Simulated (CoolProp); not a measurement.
Vapour-liquid equilibrium of ethane (1) + CHF3 (R23) (2) at 8.98 bar; x and y are mole fractions of (1).

Model: multi-fluid Helmholtz-energy mixture model, Bücker 2006 and Penoncello 2003; pair parameters Bell 2016, in CoolProp.

```
x     bubble temperature, mixture model (K)  bubble temperature, Raoult's law (K)  y, mixture model  y, Raoult's law
----  -------------------------------------  ------------------------------------  ----------------  ---------------
0.05                                  234.4                                 239.7             0.187            0.053
0.2                                   227.3                                 239.4             0.421            0.211
0.35                                  225.6                                 239.1             0.487            0.366
0.5                                   225.3                                 238.8             0.519            0.518
0.65                                  225.5                                 238.4             0.556            0.667
0.8                                   227.0                                 238.1             0.632            0.812
0.95                                  233.1                                 237.8             0.846            0.954
```

The largest gap from Raoult's law is -13.5 K in bubble temperature, at x = 0.5. y crosses x between x = 0.5 and 0.65: the model has an azeotrope there.

Pair parameters are fitted to limited data, so mixtures are less certain than the pure fluids. With so large a gap from Raoult's law the liquid may split in two, which this calculation doesn't test in full.
